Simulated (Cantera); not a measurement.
Input (Python, Cantera):

```python
import numpy as np
import cantera as ct

gas = ct.Solution("gri30.yaml")
gas.TPX = 1225, 2200000, {'CH4': 1, 'O2': 0.952, 'N2': 3.58}
reactor = ct.IdealGasReactor(gas, energy="on", clone=False)
net = ct.ReactorNet([reactor])
net.rtol, net.atol = 1e-08, 1e-16
show = ['CH4', 'O2', 'C2H2', 'C2H4', 'CH2']
times = np.geomspace(9e-06, 1, 15)

steps = ct.SolutionArray(gas, extra=["t"])
rows = []
print(f"{'t/s':>10s}{'T/K':>9s}{'P/Pa':>11s}" + "".join(f"{s:>11s}" for s in show))
for t in times:
    while net.time < t:
        t_next = net.step()
        steps.append(gas.state, t=t_next)
    rows.append([np.interp(t, steps.t, y) for y in (steps.T, steps.P, *steps(*show).X.T)])
    print(f"{t:10.3e}{rows[-1][0]:9.1f}{rows[-1][1]:11.4g}" + "".join(f"{x:11.3e}" for x in rows[-1][2:]))
rate = np.gradient(steps.T, steps.t)
print("integrator steps:", len(steps.t))
if steps.T.max() > steps.T[0] + 200:
    print(f"time of steepest temperature rise: {steps.t[rate.argmax()]:.4e} s")
gas.TPX = 1225, 2200000, {'CH4': 1, 'O2': 0.952, 'N2': 3.58}
gas.equilibrate("UV")
print(f"equilibrium (UV): T = {gas.T:.1f} K  " + "  ".join(f"{s} {gas[s].X[0]:.3e}" for s in show))
```

It prints:

```
       t/s      T/K       P/Pa        CH4         O2       C2H2       C2H4        CH2
 9.000e-06   1225.0    2.2e+06  1.808e-01  1.721e-01  5.103e-18  3.090e-11  2.773e-15
 2.064e-05   1225.0    2.2e+06  1.808e-01  1.721e-01  3.610e-16  5.749e-10  2.565e-14
 4.732e-05   1225.0    2.2e+06  1.808e-01  1.721e-01  4.289e-14  1.267e-08  2.324e-13
 1.085e-04   1225.1    2.2e+06  1.807e-01  1.721e-01  2.597e-12  1.450e-07  6.607e-13
 2.488e-04   1225.6  2.201e+06  1.806e-01  1.720e-01  4.409e-11  7.159e-07  9.457e-13
 5.706e-04   1227.3  2.204e+06  1.803e-01  1.718e-01  6.320e-10  3.664e-06  1.947e-12
 1.308e-03   1239.5  2.226e+06  1.782e-01  1.703e-01  2.500e-08  4.397e-05  1.356e-11
 3.000e-03   2571.0  5.498e+06  4.865e-08  5.868e-07  1.200e-10  6.732e-13  1.691e-10
 6.879e-03   2571.1  5.498e+06  4.856e-08  5.871e-07  1.197e-10  6.717e-13  1.688e-10
 1.577e-02   2571.1  5.498e+06  4.856e-08  5.871e-07  1.197e-10  6.717e-13  1.688e-10
 3.617e-02   2571.1  5.498e+06  4.856e-08  5.871e-07  1.197e-10  6.717e-13  1.688e-10
 8.294e-02   2571.1  5.498e+06  4.856e-08  5.871e-07  1.197e-10  6.717e-13  1.688e-10
 1.902e-01   2571.1  5.498e+06  4.856e-08  5.871e-07  1.197e-10  6.717e-13  1.688e-10
 4.361e-01   2571.1  5.498e+06  4.856e-08  5.871e-07  1.197e-10  6.717e-13  1.688e-10
 1.000e+00   2571.1  5.498e+06  4.856e-08  5.871e-07  1.197e-10  6.717e-13  1.688e-10
integrator steps: 2394
time of steepest temperature rise: 1.9904e-03 s
equilibrium (UV): T = 2571.1 K  CH4 5.369e-08  O2 5.871e-07  C2H2 1.319e-10  C2H4 7.404e-13  CH2 1.858e-10
```

Cantera simulation using GRI-Mech 3.0 (53 species, 325 reactions); the numbers are that mechanism's predictions, not measurements. The pressure lies above the range GRI-Mech 3.0 was tuned for (to about 10 atm).
